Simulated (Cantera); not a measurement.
Input (Python, Cantera) and output of one run.

```python
import numpy as np
import cantera as ct

gas_names = """
    H HO2 H2 H2O H2O2 O OH O2 O3 Si SiH SiH2 SiH3 SiH4 SiO SiO2 Si2 Si3
""".split()
cond_names = """
    H2O(s) H2O(L) Si(cr) Si(L) SiO2(Lqz) SiO2(hqz) SiO2(L)
""".split()


# ... load() reads the species with a 1 bar reference pressure and builds the phases ...
atoms = {
    'Si': {'Si': 1},
    'O2': {'O': 2},
    'H2': {'H': 2},
}
top_T = {}  # K; cautious upper limits of use, not melting points


# ... equilibrate(T, P, feed) seeds the gas with the atoms and calls Mixture.equilibrate('TP', solver="vcs", rtol=1e-11, max_steps=5000) ...
results = []
feed = {'Si': 1, 'O2': 1.1, 'H2': 100}  # mol
P = 1000  # Pa
for T in [925, 1000, 1075, 1150, 1225, 1300, 1375, 1450, 1525, 1600, 1675, 1750, 1825]:
    mix = equilibrate(T, P, feed)
    results.append((T, P, feed, dict(zip(mix.species_names, mix.species_moles))))

top = {s: max(r[3][s] / sum(r[3][g] for g in gas_names) for r in results) for s in gas_names}
cols = sorted((s for s in top if top[s] > 0.001), key=lambda s: -top[s])[:8]
seen = [c for c in cond_names if any(r[3].get(c, 0) > 1e-12 for r in results)]
print("log10 of partial pressures in bar; condensed amounts in mol")
print(f"{'T/K':>10s}" + "".join(f"{s[:9]:>10s}" for s in cols + seen))
for T, P, feed, n in results:
    ng = sum(n[g] for g in gas_names)
    print(f"{T:10.4g}" + "".join(f"{np.log10(max(n[s] / ng * P / 1e5, 1e-99)):10.3f}" for s in cols)
          + "".join(f"{n.get(c, 0):10.4g}" for c in seen))
```

It prints:

```
log10 of partial pressures in bar; condensed amounts in mol
       T/K        H2       H2O       SiO         H SiO2(hqz)   SiO2(L)
       925    -2.001    -4.699   -17.938   -10.585         1         0
      1000    -2.001    -4.699   -15.597    -9.645         1         0
      1075    -2.001    -4.699   -13.588    -8.834         1         0
      1150    -2.001    -4.699   -11.846    -8.128         1         0
      1225    -2.001    -4.699   -10.323    -7.507         1         0
      1300    -2.001    -4.699    -8.979    -6.957         1         0
      1375    -2.001    -4.699    -7.785    -6.466    0.9998         0
      1450    -2.001    -4.695    -6.722    -6.025    0.9981         0
      1525    -2.001    -4.665    -5.793    -5.627    0.9839         0
      1600    -2.002    -4.540    -5.053    -5.266    0.9113         0
      1675    -2.004    -4.296    -4.513    -4.937    0.6919         0
      1750    -2.009    -4.004    -4.100    -4.638         0    0.1992
      1825    -2.011    -3.926    -4.005    -4.362         0         0
```

Cantera equilibrium calculation (NASA polynomials, part measured and part estimated; ideal gas, pure solids and liquids). The tables hold silica as quartz up to 1696 K and as liquid above; real silica turns to tridymite and cristobalite and melts near 1996 K.
